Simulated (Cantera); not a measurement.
A closed system holds: 1 mol SiCl4, 4.1 mol N2, held at 1123.15 K and 0.00340 bar.

These are equilibrium values from Cantera (NASA tables, ideal gas, pure condensed phases), not measurements of a reactor. Candidate condensed phases: Si, Si3N4; 13 gas species. The tables' values for SiCl3 are old estimates; treat these amounts as uncertain. The numbers say what is thermodynamically allowed, not how fast it happens.

What is the equilibrium state?


```json
{
 "x(N2)": "0.804",
 "x(SiCl4)": "0.196",
 "x(SiCl3)": "5.36e-5",
 "x(Cl)": "4.98e-5",
 "x(Cl2)": "2.09e-6",
 "gas_amount": "5.100 mol",
 "log10 activity of Si(s) (absent)": "-10.83"
}
```
